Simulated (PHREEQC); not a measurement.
Solution (30 °C): 0.011 mol CaSO4 and 3.7e-05 mol CO2 per kg of water. Closed to the air; pH follows from the charge balance.

The numbers come from PHREEQC with the ion-association model, wateq4f.dat.

**Question.** The ionic strength comes out as 0.0305 mol/kgw. What activity coefficients do HCO3-, Ca+2, H+, HSO4-, SO4-2 get?

**Answer.** HCO3- 0.85, Ca+2 0.53, H+ 0.87, HSO4- 0.85, SO4-2 0.52.

This is a speciation only: nothing precipitates in the calculation.
